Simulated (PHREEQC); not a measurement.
KOH is added in steps, without added water, to 1 kg of water holding 9.1 mmol/kgw Al2(SO4)3, 0.69 mmol/kgw HCl and 140 mmol/kgw Na2SO4, at 20 °C. O2 is buffered at 0.21 atm. No CO2 enters from the air. No solid was allowed to form.

Base run: PHREEQC, ion-association model, wateq4f.dat. Each further column changes one thing. The table gives pH.

| KOH added (mol) | base | Al2(SO4)3 from 0.0091 to 0.00182 mol/kgw | temperature from 20 to 45 °C | diluted 2-fold with water | solids may form |
|---|---|---|---|---|---|
| 0 | 3.81 | [?] | 3.93 | 3.97 | 3.81 |
| 0.009875 | 5.97 | 6.45 | 5.29 | 6.09 | 4.10 |
| 0.01728 | 6.12 | 11.30 | 5.46 | 6.28 | 4.14 |
| 0.02716 | 6.25 | 12.06 | 5.62 | 6.51 | 4.22 |
| 0.03456 | 6.33 | 12.27 | [?] | [?] | 4.31 |
| 0.04444 | 6.43 | 12.45 | 5.85 | 11.90 | 4.65 |
| 0.05184 | 6.51 | 12.55 | 5.96 | 12.19 | 9.69 |
| 0.06172 | 6.66 | 12.65 | 6.15 | 12.41 | 9.99 |
| 0.06913 | 6.89 | [?] | 6.43 | 12.52 | 10.10 |
| 0.079 | 11.72 | 12.79 | 10.95 | 12.63 | 11.72 |

Question: Complete the blanks.

Answer: 
- 0, Al2(SO4)3 from 0.0091 to 0.00182 mol/kgw: 3.82
- 0.03456, temperature from 20 to 45 °C: 5.72
- 0.03456, diluted 2-fold with water: 6.88
- 0.06913, Al2(SO4)3 from 0.0091 to 0.00182 mol/kgw: 12.72

In at least one series the solution becomes supersaturated in solids that the run did not let form, among them Al(OH)3(a), Basaluminite. At this temperature some constants are extrapolated from 25 °C, and those without enthalpy data are left unchanged.  Solids allowed in the column 'solids may form': Al(OH)3(a), Basaluminite, Halite, Mirabilite, AlumK.
